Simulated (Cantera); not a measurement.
**Moist CO burnout**

An isothermal, constant-pressure homogeneous reactor starts with 0.980 % CO, 0.725 % O2, 0.255 % H2O, 98.0 % N2, at 1175 K and 640000 Pa.

Model: GRI-Mech 3.0 (53 species, 325 reactions), integrated in Cantera.

```
t (s)         x CO     x O2    x H2O    x H2O2      x NO      x OH       x O
--------  --------  -------  -------  --------  --------  --------  --------
8.00e-5    0.00980  0.00725  0.00255    <1e-12    <1e-12  4.18e-11   1.06e-9
0.000185   0.00980  0.00725  0.00255    <1e-12    <1e-12  1.15e-10   2.25e-9
0.000428   0.00980  0.00725  0.00255    <1e-12    <1e-12  3.52e-10   4.95e-9
0.000989   0.00980  0.00725  0.00255  1.04e-11    <1e-12   1.67e-9   1.70e-8
0.00229    0.00980  0.00725  0.00255   2.16e-9    <1e-12   2.88e-8   2.41e-7
0.00529    0.00960  0.00715  0.00254   2.02e-7  9.49e-11   5.18e-7   2.66e-6
0.0122     0.00878  0.00675  0.00253   2.32e-7   1.11e-9   6.26e-7   2.80e-6
0.0283     0.00699  0.00586  0.00252   2.08e-7   6.58e-9   6.75e-7   2.55e-6
0.0654     0.00418  0.00446  0.00253   1.30e-7   2.66e-8   6.49e-7   1.83e-6
0.151      0.00149  0.00311  0.00255   4.87e-8   6.61e-8   5.54e-7   8.49e-7
0.350     0.000269  0.00250  0.00256   7.44e-9   8.77e-8   3.83e-7   1.97e-7
0.809      2.14e-5  0.00237  0.00256  2.65e-10   9.16e-8   2.70e-7   2.26e-8
1.87       2.03e-7  0.00236  0.00256  7.10e-11   1.42e-7   2.39e-7   3.65e-9
4.32       2.30e-9  0.00236  0.00256  2.34e-11   1.47e-7   1.37e-7   1.12e-9
10.0      8.45e-10  0.00236  0.00256  6.74e-12   1.48e-7   7.37e-8  3.17e-10
```
x: mole fraction; the columns are a selection and need not sum to one.

Equilibrium at this temperature and pressure: CO 7.73e-10, O2 0.00235, H2O 0.00256, H2O2 5.99e-12, NO 1.92e-5, OH 6.95e-8, O 2.82e-10 (gas phase only).
